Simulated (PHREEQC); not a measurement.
A solution holds 0.0011 mol/kgw NH3 and 0.0021 mol/kgw H3BO3, at 42 °C. Closed to the air; pH follows from the charge balance.

Computed with PHREEQC (ion-association model, wateq4f.dat).

```tsv
quantity	before	after
pH	8.69	9.74
ionic strength (mol/kgw)	0.000600	0.00191
H3BO3 (mol/kgw)	0.00152	0.000382
NH4+ (mol/kgw)	0.000600	0.000107
H2BO3- (mol/kgw)	0.000584	0.00172
NH3 (mol/kgw)	0.000500	0.000993
```

Problem. Name the change that produced these shifts.
A) 0.0018 mol/kgw TMAH added
B) NH3 from 0.0011 to 0.00165 mol/kgw
C) 0.00051 mol/kgw Na2SO4 added
D) 2.3e-05 mol/kgw NaHCO3 added

Solution. A, 0.0018 mol/kgw TMAH added

No solid was allowed to form. (CH3)4N+ isn't in the database: it is added as a free cation with an ion size of 4 Å. Away from 25 °C the constants follow the database's enthalpies or fits; those with neither stay at their 25 °C values.
